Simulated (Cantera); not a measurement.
Low-pressure radical oxidation in H2/O2

An isothermal, constant-pressure homogeneous reactor starts with H2 : O2 : N2 = 0.0068 : 1 : 0.46 (molar parts), equivalence ratio 0.0034, at 1375 K and 0.0263 atm.

Computed with Cantera and the H2/O2 subset of GRI-Mech 3.0, which has no nitrogen chemistry. Radical loss at walls, strong at low pressure, is not modelled.

```json
[
 {"t (s)": "6.00e-5", "x H2": "0.00464", "x O2": "0.682", "x H": "1.82e-9", "x H2O2": "<1e-12", "x OH": "4.71e-9", "x H2O": "4.19e-10", "x O": "4.83e-9"},
 {"t (s)": "0.000200", "x H2": "0.00464", "x O2": "0.682", "x H": "3.19e-9", "x H2O2": "5.51e-12", "x OH": "2.28e-8", "x H2O": "7.14e-9", "x O": "2.47e-8"},
 {"t (s)": "0.000665", "x H2": "0.00464", "x O2": "0.682", "x H": "1.43e-8", "x H2O2": "5.07e-11", "x OH": "1.68e-7", "x H2O": "1.43e-7", "x O": "1.98e-7"},
 {"t (s)": "0.00221", "x H2": "0.00461", "x O2": "0.682", "x H": "1.19e-6", "x H2O2": "3.69e-10", "x OH": "1.55e-5", "x H2O": "1.98e-5", "x O": "1.88e-5"},
 {"t (s)": "0.00736", "x H2": "2.69e-5", "x O2": "0.677", "x H": "0.000102", "x H2O2": "1.08e-8", "x OH": "0.000640", "x H2O": "0.00424", "x O": "0.00403"},
 {"t (s)": "0.0245", "x H2": "1.16e-5", "x O2": "0.678", "x H": "8.30e-5", "x H2O2": "9.02e-9", "x OH": "0.000561", "x H2O": "0.00430", "x O": "0.00376"},
 {"t (s)": "0.0815", "x H2": "9.13e-6", "x O2": "0.678", "x H": "5.72e-5", "x H2O2": "8.24e-9", "x OH": "0.000498", "x H2O": "0.00435", "x O": "0.00292"},
 {"t (s)": "0.271", "x H2": "4.78e-6", "x O2": "0.680", "x H": "2.12e-5", "x H2O2": "6.21e-9", "x OH": "0.000360", "x H2O": "0.00445", "x O": "0.00150"},
 {"t (s)": "0.903", "x H2": "1.30e-6", "x O2": "0.681", "x H": "2.96e-6", "x H2O2": "2.97e-9", "x OH": "0.000188", "x H2O": "0.00455", "x O": "0.000401"},
 {"t (s)": "3.00", "x H2": "2.14e-7", "x O2": "0.681", "x H": "1.96e-7", "x H2O2": "7.90e-10", "x OH": "7.66e-5", "x H2O": "0.00461", "x O": "6.53e-5"},
 {"t (s)": "10.0", "x H2": "3.43e-8", "x O2": "0.681", "x H": "1.26e-8", "x H2O2": "1.64e-10", "x OH": "3.07e-5", "x H2O": "0.00463", "x O": "1.04e-5"}
]
```
x: mole fraction; the columns are a selection and need not sum to one.

Equilibrium at this temperature and pressure: H2 1.06e-8, O2 0.681, H 2.18e-9, H2O2 5.90e-11, OH 1.71e-5, H2O 0.00464, O 3.24e-6 (gas phase only).
